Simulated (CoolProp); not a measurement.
Vapour-liquid equilibrium of dimethyl ether (1) + n-butane (2) at 0.0505 MPa; x and y are mole fractions of (1).

The numbers come from the multi-fluid Helmholtz-energy mixture model, Wu 2011 and Bücker 2006; pair parameters Bell 2016 in CoolProp.

**Question.** Give the bubble temperature and the first vapour's composition at x = 0.2, 0.5, 0.65. Is there an azeotrope?

**Answer.** x = 0.2: 244.5 K, y = 0.507; x = 0.5: 237.8 K, y = 0.745; x = 0.65: 236.1 K, y = 0.814. No azeotrope shows between x = 0.05 and 0.95.

Pair parameters are fitted to limited data, so mixtures are less certain than the pure fluids.
